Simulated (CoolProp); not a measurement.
Vapour-liquid equilibrium of R143a (1) + propane (2) at 0.25 MPa; x and y are mole fractions of (1).

Computed with CoolProp (multi-fluid Helmholtz-energy mixture model, Lemmon and Jacobsen 2000 and Lemmon 2009; pair parameters Bell 2016).

```
x     bubble temperature, mixture model (°C)  bubble temperature, Raoult's law (°C)  y, mixture model  y, Raoult's law
----  --------------------------------------  -------------------------------------  ----------------  ---------------
0.05                                   -23.9                                  -19.8             0.181            0.064
0.15                                   -28.6                                  -20.6             0.362            0.185
0.25                                   -30.7                                  -21.3             0.445            0.300
0.35                                   -31.6                                  -22.0             0.494            0.409
0.45                                   -32.1                                  -22.7             0.529            0.513
0.55                                   -32.3                                  -23.4             0.563            0.611
0.65                                   -32.2                                  -24.0             0.603            0.705
0.75                                   -31.7                                  -24.7             0.659            0.794
0.85                                   -30.5                                  -25.3             0.744            0.879
0.95                                   -28.1                                  -25.9             0.889            0.961
```

The largest gap from Raoult's law is -9.6 K in bubble temperature, at x = 0.35. y crosses x between x = 0.55 and 0.65: the model has an azeotrope there.

The pair parameters rest on a limited set of measurements; away from them the model extrapolates.
